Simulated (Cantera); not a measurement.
An isothermal, constant-pressure homogeneous reactor starts with 12.4 % H2, 24.3 % O2, 63.3 % N2, equivalence ratio 0.26, at 1275 K and 0.987 atm.

Cantera simulation using the H2/O2 subset of GRI-Mech 3.0, which has no nitrogen chemistry; the numbers are that mechanism's predictions, not measurements. The temperature is held fixed by assumption; the heat of reaction is taken as removed at once.

x: mole fraction; the columns are a selection and need not sum to one.

```tsv
t (s)	x H2	x O2	x OH	x H	x H2O2	x H2O	x HO2
3.00e-5	0.0575	0.210	0.00647	0.0237	8.91e-6	0.0525	0.000108
0.000214	0.000192	0.193	0.000439	1.26e-5	1.60e-6	0.132	1.72e-5
0.00152	?	0.193	?	?	?	0.132	?
0.0109	1.37e-7	0.193	2.64e-5	1.97e-9	1.98e-8	0.132	7.39e-8
0.0775	2.19e-8	0.193	1.06e-5	1.47e-10	3.64e-9	0.132	3.14e-8
0.552	1.67e-8	0.193	8.83e-6	9.60e-11	2.62e-9	0.132	3.18e-8
3.94	1.67e-8	0.193	8.83e-6	9.60e-11	2.62e-9	0.132	3.18e-8
28.1	1.67e-8	0.193	8.83e-6	9.60e-11	2.62e-9	0.132	3.18e-8
200	1.67e-8	0.193	8.83e-6	9.60e-11	2.62e-9	0.132	3.18e-8
```

Problem. Some entries are withheld; supply them.

Solution. 
- 0.00152, x H2: 3.37e-6
- 0.00152, x OH: 8.83e-5
- 0.00152, x H: 7.78e-8
- 0.00152, x H2O2: 1.60e-7
- 0.00152, x HO2: 7.61e-7
